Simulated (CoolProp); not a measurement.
Vapour-liquid equilibrium of hydrogen chloride (1) + n-hexane (2) at 2.95 bar; x and y are mole fractions of (1).

Model: multi-fluid Helmholtz-energy mixture model, Thol 2018 and Thol 2019; pair parameters Bell 2016, in CoolProp.

```csv
x,"bubble temperature, mixture model (°C)","bubble temperature, Raoult's law (°C)","y, mixture model","y, Raoult's law"
0.05,12.6,31.0,0.959,0.916
0.125,-32.5,-4.0,0.997,0.986
0.2,-46.1,-20.2,0.999,0.995
0.275,-51.9,-30.2,0.999,0.998
0.35,-54.6,-37.3,1.000,0.999
0.425,-55.8,-42.7,1.000,0.999
0.5,-56.5,-47.1,1.000,1.000
0.575,-56.9,-50.7,1.000,1.000
0.65,-57.5,-53.7,1.000,1.000
0.725,-58.3,-56.4,1.000,1.000
0.8,-59.5,-58.7,1.000,1.000
0.875,-60.9,-60.8,1.000,1.000
0.95,-62.6,-62.7,1.000,1.000
```

The largest gap from Raoult's law is -28.5 K in bubble temperature, at x = 0.125. No azeotrope shows between x = 0.05 and 0.95.

Pair parameters are fitted to limited data, so mixtures are less certain than the pure fluids. With so large a gap from Raoult's law the liquid may split in two, which this calculation doesn't test in full.
